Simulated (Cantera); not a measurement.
Input: 1 mol Al, 0.12 mol Cl2, equilibrated at 725 °C and 170000 Pa.

Cantera equilibrium calculation (NASA polynomials, part measured and part estimated; ideal gas, pure solids and liquids). Candidate condensed phases: Al, AlCl3; 8 gas species. The tables' values for AlCl2 are old estimates; treat these amounts as uncertain. The numbers say what is thermodynamically allowed, not how fast it happens.

Base state: AlCl3 0.863, Al2Cl6 0.129, AlCl2 0.00466, AlCl 0.00350 (mole fractions); condensed: Al(l).

**Question.** What changes in the equilibrium state with this change: 0.024 mol H2O added?

**Answer.** 
| species | before | after |
|---|---|---|
| AlCl3 | 0.863 | 0.668 |
| H2 | 0 | 0.248 |
| Al2Cl6 | 0.129 | 0.0773 |
| HCl | 0 | 3.64e-5 |
| AlCl2 | 0.00466 | 0.00393 |
| Al(l), mol | 0.920 | 0.904 |
| Al2O3(s), mol | 0 | 0.00800 |
Condensed phases not in the tables: AlOCl. Further candidate phases: Al2O3, H2O.
